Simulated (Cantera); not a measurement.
## Abatement and gas-phase synthesis: H₂O + O₂ + SO₂

Input: 1 mol H₂O, 0.067 mol O₂, 0.013 mol SO₂, equilibrated at 0.133 bar.

Method: chemical equilibrium by Gibbs-energy minimisation in Cantera with the NASA 1993 tables (ideal gas, pure condensed phases). Candidate condensed phases: H₂O, H₂SO₄, S; 19 gas species. Equilibrium is a limit: real reactors are often held back by kinetics, nucleation or transport.

```
T (K)  log p H₂O  log p H₂  log p OH  log p O₂  log p H  log p O  log p SO₂
-----  ---------  --------  --------  --------  -------  -------  ---------
1600       -0.91     -5.05     -4.06     -2.08    -6.79    -5.88      -2.80
1700       -0.91     -4.56     -3.75     -2.08    -6.11    -5.39      -2.80
1800       -0.91     -4.14     -3.47     -2.09    -5.51    -4.96      -2.80
1900       -0.91     -3.75     -3.22     -2.09    -4.98    -4.57      -2.80
2000       -0.91     -3.41     -3.00     -2.09    -4.49    -4.22      -2.80
2100       -0.92     -3.10     -2.80     -2.09    -4.06    -3.90      -2.80
2200       -0.92     -2.83     -2.62     -2.08    -3.66    -3.61      -2.80
2300       -0.93     -2.58     -2.45     -2.07    -3.30    -3.34      -2.81
2400       -0.95     -2.37     -2.30     -2.06    -2.98    -3.09      -2.82
2500       -0.98     -2.18     -2.17     -2.03    -2.69    -2.86      -2.84
2600       -1.01     -2.03     -2.05     -2.01    -2.43    -2.64      -2.87
2700       -1.06     -1.90     -1.94     -1.98    -2.20    -2.43      -2.92
```
log p: log10 of the partial pressure in bar; nothing condenses.

From 1600 K to 2700 K nothing is condensed.
